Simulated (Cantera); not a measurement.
## Moist CO burnout

An isothermal, constant-pressure homogeneous reactor starts with CO : O₂ : H₂O : N₂ = 0.0077 : 0.083 : 0.033 : 1 (molar parts), equivalence ratio 0.046, at 1275 K and 5.00 bar.

Computed with Cantera and GRI-Mech 3.0 (53 species, 325 reactions).

```
t (s)         x CO    x O₂   x H₂O      x H₂     x NO₂       x H
--------  --------  ------  ------  --------  --------  --------
3.00e-6    0.00685  0.0739  0.0294    <1e-12    <1e-12  7.90e-12
2.06e-5    0.00685  0.0739  0.0294  7.68e-11    <1e-12  2.30e-10
0.000141   0.00685  0.0739  0.0294   2.16e-8    <1e-12   1.33e-8
0.000965   0.00503  0.0730  0.0293   2.25e-5  1.53e-10   1.61e-6
0.00662   0.000734  0.0710  0.0294   3.06e-6   1.90e-9   1.25e-7
0.0453     8.18e-6  0.0707  0.0295   3.88e-8  6.40e-10  4.68e-10
0.311      1.68e-9  0.0707  0.0295   2.79e-9  2.13e-10  1.80e-11
2.13       1.07e-9  0.0707  0.0295   2.75e-9  2.23e-10  1.74e-11
14.6       1.07e-9  0.0707  0.0295   2.75e-9  2.50e-10  1.74e-11
100        1.07e-9  0.0707  0.0295   2.75e-9  4.40e-10  1.74e-11
```
x: mole fraction; the columns are a selection and need not sum to one.

Equilibrium at this temperature and pressure: CO 1.07e-9, O₂ 0.0706, H₂O 0.0295, H₂ 2.76e-9, NO₂ 3.24e-6, H 1.74e-11 (gas phase only).
